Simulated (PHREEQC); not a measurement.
A made-up water analysis in mg/L, 20 °C, pH 4.15, pe 9.9:

```json
[
 {"constituent": "Na", "mg/L": "364"},
 {"constituent": "K", "mg/L": "0.306"},
 {"constituent": "Ca", "mg/L": "839"},
 {"constituent": "Mg", "mg/L": "56.2"},
 {"constituent": "Cl", "mg/L": "720"},
 {"constituent": "S(6) as SO4", "mg/L": "2000"},
 {"constituent": "Al", "mg/L": "10.3"}
]
```

Valence states are taken as typed.

The numbers come from PHREEQC with the ion-association model, phreeqc.dat.

Precipitation was switched off in this run.

Q: Order these S species by the share of S that they hold, largest first: AlSO4+, SO4-2, CaSO4, NaSO4-, MgSO4.

A: SO4-2 (65 %), CaSO4 (28 %), MgSO4 (3.6 %), NaSO4- (2.0 %), AlSO4+ (1.3 %)

The pH is 4.15 and the ionic strength 0.0791 mol/kgw. Examples of supersaturated solids here: Gypsum. Others may be too. Species that the database lacks are ignored.
